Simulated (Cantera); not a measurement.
A Cantera script and its output.

```python
import numpy as np
import cantera as ct

gas = ct.Solution("gri30.yaml")
gas.TPX = 1100, 100000, {'C2H6': 1, 'N2': 9.9}
inlet = ct.Reservoir(gas, clone=True)

reactor = ct.IdealGasConstPressureReactor(gas, energy="off", clone=False)
exhaust = ct.Reservoir(gas, clone=True)
tau = [5.4, 2.5, 1.1, 0.52, 0.24, 0.11, 0.05, 0.023, 0.01, 0.0048, 0.0022][0]
for a, b in ((inlet, reactor), (reactor, exhaust)):
    ct.MassFlowController(a, b, mdot=lambda t: reactor.mass / tau)
net = ct.ReactorNet([reactor])
show = ['C2H6', 'C2H4', 'C2H', 'H', 'HCN']

rows = []
print(f"{'tau/s':>10s}{'T/K':>9s}" + "".join(f"{s:>11s}" for s in show))
for tau in [5.4, 2.5, 1.1, 0.52, 0.24, 0.11, 0.05, 0.023, 0.01, 0.0048, 0.0022]:
    net.initial_time = 0.0
    net.advance(30 * tau)
    before = gas.X
    net.advance(40 * tau)
    drift = np.max(np.abs(gas.X - before) / (gas.X + 1e-9))
    rows.append([gas.T, *gas[show].X, drift])
    print(f"{tau:10.3e}{gas.T:9.1f}" + "".join(f"{x:11.3e}" for x in gas[show].X))
```

Result:

```
     tau/s      T/K       C2H6       C2H4        C2H          H        HCN
 5.400e+00   1100.0  6.601e-03  6.158e-02  1.236e-12  1.608e-07  1.661e-13
 2.500e+00   1100.0  9.624e-03  6.217e-02  1.238e-12  1.944e-07  1.134e-13
 1.100e+00   1100.0  1.510e-02  6.066e-02  1.126e-12  2.294e-07  7.830e-14
 5.200e-01   1100.0  2.341e-02  5.601e-02  9.193e-13  2.546e-07  5.890e-14
 2.400e-01   1100.0  3.652e-02  4.657e-02  6.567e-13  2.658e-07  4.721e-14
 1.100e-01   1100.0  5.350e-02  3.290e-02  4.201e-13  2.587e-07  4.101e-14
 5.000e-02   1100.0  6.969e-02  1.921e-02  2.501e-13  2.411e-07  3.778e-14
 2.300e-02   1100.0  8.058e-02  9.802e-03  1.397e-13  2.232e-07  3.505e-14
 1.000e-02   1100.0  8.689e-02  4.281e-03  6.493e-14  2.038e-07  3.019e-14
 4.800e-03   1100.0  8.961e-02  1.886e-03  2.731e-14  1.799e-07  2.272e-14
 2.200e-03   1100.0  9.097e-02  6.787e-04  7.834e-15  1.390e-07  1.212e-14
```

Detailed kinetics in Cantera: GRI-Mech 3.0 (53 species, 325 reactions). GRI-Mech 3.0 stops at C3 and has no aromatics, soot or wall deposition, so with more carbon than oxygen in the feed, carbon stays in small species such as C2H2 where larger ones or solid carbon would form.
